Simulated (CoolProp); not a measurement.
n-octane along the isotherm 434.5 K: density (kg/m³) from the reference equation and from simpler models built on Tc = 568.7 K, pc = 2484 kPa, ω = 0.398; each cubic takes its own stable root.

Model: reference Helmholtz-energy equation of state, Beckmüller 2019, in CoolProp.

```
p (kPa)   phase  reference  Redlich-Kwong  Soave-Redlich-Kwong  Peng-Robinson
-------  ------  ---------  -------------  -------------------  -------------
19.6        gas     0.6244         0.6233               0.6239         0.6241
31.7        gas      1.015          1.012                1.013          1.014
51.2        gas      1.652          1.644                1.648          1.649
82.8        gas      2.706          2.684                2.695          2.699
134         gas      4.478          4.415                4.444          4.456
216         gas      7.504          7.317                7.402          7.435
349      liquid      575.6          12.43                494.1          560.1
564      liquid      576.3          461.0                495.1          561.1
911      liquid      577.3          463.5                496.7          562.7
1470     liquid      578.9          467.4                499.2          565.1
2380     liquid      581.3          473.2                503.0          568.8
3840     liquid      585.1          481.5                508.6          574.4
6210     liquid      590.7          493.0                516.7          582.5
```

At some of these states Redlich-Kwong gives the other phase, because its saturation line lies elsewhere.
